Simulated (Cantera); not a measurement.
Source: NASA polynomial tables (part measured, part estimated), evaluated in Cantera. Values are per mole of reaction as written; species without (g) are pure solids or liquids, kept so even where they would boil at 1 bar.

2 F(g) = F2(g)

```json
[
 {"T (K)": "675", "ΔH° (kJ)": "-162.7", "ΔS° (J/K)": "-123.7", "ΔG° (kJ)": "-79.3", "log10 K": "6.13"},
 {"T (K)": "825", "ΔH° (kJ)": "-163.8", "ΔS° (J/K)": "-125.0", "ΔG° (kJ)": "-60.6", "log10 K": "3.84"},
 {"T (K)": "975", "ΔH° (kJ)": "-164.7", "ΔS° (J/K)": "-126.1", "ΔG° (kJ)": "-41.8", "log10 K": "2.24"},
 {"T (K)": "1125", "ΔH° (kJ)": "-165.5", "ΔS° (J/K)": "-126.8", "ΔG° (kJ)": "-22.8", "log10 K": "1.06"},
 {"T (K)": "1275", "ΔH° (kJ)": "___", "ΔS° (J/K)": "___", "ΔG° (kJ)": "___", "log10 K": "___"},
 {"T (K)": "1425", "ΔH° (kJ)": "-166.8", "ΔS° (J/K)": "-127.8", "ΔG° (kJ)": "15.4", "log10 K": "-0.57"},
 {"T (K)": "1575", "ΔH° (kJ)": "-167.3", "ΔS° (J/K)": "-128.2", "ΔG° (kJ)": "34.6", "log10 K": "-1.15"},
 {"T (K)": "1725", "ΔH° (kJ)": "___", "ΔS° (J/K)": "___", "ΔG° (kJ)": "___", "log10 K": "___"},
 {"T (K)": "1875", "ΔH° (kJ)": "___", "ΔS° (J/K)": "___", "ΔG° (kJ)": "___", "log10 K": "___"},
 {"T (K)": "2025", "ΔH° (kJ)": "___", "ΔS° (J/K)": "___", "ΔG° (kJ)": "___", "log10 K": "___"},
 {"T (K)": "2175", "ΔH° (kJ)": "-169.1", "ΔS° (J/K)": "-129.2", "ΔG° (kJ)": "111.9", "log10 K": "-2.69"}
]
```

Question: What belongs in the gaps?

Answer: 
- 1275, ΔH° (kJ): -166.1
- 1275, ΔS° (J/K): -127.4
- 1275, ΔG° (kJ): -3.7
- 1275, log10 K: 0.15
- 1725, ΔH° (kJ): -167.8
- 1725, ΔS° (J/K): -128.5
- 1725, ΔG° (kJ): 53.9
- 1725, log10 K: -1.63
- 1875, ΔH° (kJ): -168.3
- 1875, ΔS° (J/K): -128.8
- 1875, ΔG° (kJ): 73.2
- 1875, log10 K: -2.04
- 2025, ΔH° (kJ): -168.7
- 2025, ΔS° (J/K): -129.0
- 2025, ΔG° (kJ): 92.5
- 2025, log10 K: -2.39
